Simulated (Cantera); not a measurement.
**Transport properties of process gases**

Gas mixture: 31.7 % CO₂, 68.3 % CH₃OH, at 7.40 bar, frozen composition.

Cantera's kinetic-theory transport with the Lennard-Jones parameters of GRI-Mech 3.0, ideal gas; thermal conductivity in the multicomponent form. Polar gases are described roughly by these parameters. The composition is frozen, though it would react at the higher temperatures.

```csv
T (K),ρ (kg/m³),cp (J/kg/K),μ (µPa s),λ (mW/m/K),Pr,D (cm²/s) N₂,D (cm²/s) H,D (cm²/s) C₂H₂
400,7.97,1345,15.2,27.1,0.752,0.0363,0.219,0.0282
550,5.80,1618,20.6,44.5,0.748,0.0646,0.395,0.0515
700,4.56,1852,25.6,63.5,0.747,0.0988,0.609,0.0800
850,3.75,2031,30.2,82.4,0.745,0.138,0.857,0.113
1000,3.19,2190,34.5,102,0.744,0.183,1.14,0.151
1150,2.77,2313,38.5,120,0.743,0.232,1.44,0.192
```
D: mixture-averaged diffusion coefficient of that species in the mixture.
